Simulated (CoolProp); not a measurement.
Acetone at several states: Z from the reference equation and from simpler models built on Tc = 508.1 K, pc = 46.92 bar, ω = 0.307; each cubic takes its own stable root.

Computed with CoolProp (reference Helmholtz-energy equation of state, Lemmon 2006). It is a short technical equation, of lower accuracy than the large ones.

```json
[
 {"T (K)": "229.5", "p (bar)": "1.88", "phase": "liquid", "reference": "?", "Redlich-Kwong": "0.008857", "Soave-Redlich-Kwong": "0.008667"},
 {"T (K)": "399.9", "p (bar)": "0.767", "phase": "gas", "reference": "0.9840", "Redlich-Kwong": "0.9890", "Soave-Redlich-Kwong": "0.9879"},
 {"T (K)": "423.6", "p (bar)": "249", "phase": "liquid", "reference": "0.6044", "Redlich-Kwong": "0.7747", "Soave-Redlich-Kwong": "0.7574"},
 {"T (K)": "275.4", "p (bar)": "0.155", "phase": "liquid", "reference": "?", "Redlich-Kwong": "0.9940", "Soave-Redlich-Kwong": "?"}
]
```

### Question
Some entries are withheld; supply them.

### Answer

- 229.5, reference: 0.006663
- 275.4, reference: 0.0004856
- 275.4, Soave-Redlich-Kwong: 0.0006237

At some of these states Redlich-Kwong gives the other phase, because its saturation line lies elsewhere.
